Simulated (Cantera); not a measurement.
Cantera run, input and output.

```python
import numpy as np
import cantera as ct

surf = ct.Interface("ptcombust.yaml", "Pt_surf")
gas = surf.adjacent["gas"]
gas.TPX = 300, 35000, {'H2': 0.013, 'O2': 0.21, 'N2': 0.79}
jet = ct.ImpingingJet(gas=gas, width=0.024, surface=surf)
jet.inlet.mdot, jet.inlet.T, jet.inlet.X = 0.025, 300, {'H2': 0.013, 'O2': 0.21, 'N2': 0.79}
jet.set_refine_criteria(ratio=10, slope=0.2, curve=0.3)
show, cover = ['H2', 'O2', 'H2O', 'OH'], ["PT(S)", "H(S)", "O(S)", "OH(S)", "CO(S)", "C(S)"]

rows = []
print(f"{'Ts/K':>7s}" + "".join(f"{s:>11s}" for s in show + cover) + "   (gas at the wall, coverages)")
for i, Ts in enumerate([600, 650, 700, 750, 800, 850, 900, 950]):
    jet.surface.T = Ts
    if i == 0:
        surf.TP = Ts, 35000
        surf.coverages = "PT(S):0.5, O(S):0.5"
        surf.advance_coverages(1.0)
        jet.set_initial_guess(products="inlet")
    jet.solve(loglevel=0, auto=(i == 0))
    rows.append([*(jet.X[gas.species_index(s), -1] for s in show), *surf[cover].coverages])
    print(f"{Ts:7g}" + "".join(f"{x:11.3e}" for x in rows[-1]))
```

It prints:

```
   Ts/K         H2         O2        H2O         OH      PT(S)       H(S)       O(S)      OH(S)      CO(S)       C(S)   (gas at the wall, coverages)
    600  1.384e-03  1.954e-01  2.178e-02  8.879e-13  1.169e-02  3.709e-10  9.842e-01  4.084e-03 -1.391e-18 -1.256e-34
    650  1.350e-03  1.955e-01  2.170e-02  1.132e-11  1.263e-02  4.637e-10  9.846e-01  2.779e-03 -7.289e-21 -3.058e-27
    700  1.160e-03  1.953e-01  2.192e-02  9.584e-11  1.562e-02  7.821e-10  9.822e-01  2.146e-03  1.258e-18  1.449e-28
    750  7.859e-04  1.950e-01  2.251e-02  5.395e-10  2.497e-02  2.108e-09  9.731e-01  1.975e-03  4.466e-20  5.914e-29
    800  4.719e-04  1.947e-01  2.299e-02  2.247e-09  4.453e-02  7.230e-09  9.535e-01  1.982e-03  6.930e-20  1.683e-27
    850  2.912e-04  1.945e-01  2.322e-02  7.735e-09  7.517e-02  2.287e-08  9.228e-01  1.977e-03  8.173e-19  4.241e-25
    900  1.994e-04  1.945e-01  2.330e-02  2.293e-08  1.157e-01  6.144e-08  8.824e-01  1.916e-03  1.186e-19  7.311e-24
    950  1.464e-04  1.945e-01  2.331e-02  6.148e-08  1.638e-01  1.419e-07  8.344e-01  1.810e-03  7.754e-22 -4.258e-32
```

Model: Deutschmann's 1995 Pt surface mechanism with GRI-Mech 3.0 gas chemistry, integrated in Cantera. Catalytic surfaces can have several steady states; this one follows from the mechanism file's or the stated starting coverage.
